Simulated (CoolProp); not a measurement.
The fluid at 479.81 K and 0.22 MPa is throttled through a valve to 0.077 MPa with no heat exchange. The same conditions are run with several fluids, on thermodynamics alone (safety and materials aside).

The numbers come from the reference Helmholtz-energy equation of state of each fluid (c-C4F8 (RC318): Platzer 1990; water: Wagner 2002; toluene: Lemmon 2006; hexamethyldisiloxane (MM): Thol 2016; dimethyl ether: Wu 2011) in CoolProp. The equations of Platzer and Polt are older, rougher fits.

```csv
fluid,temperature change (K),final density (kg/m³)
c-C4F8 (RC318),-0.6,3.88
water,-3.3,0.351
toluene,-2.2,1.81
hexamethyldisiloxane (MM),-1.6,3.21
dimethyl ether,-0.8,0.893
```
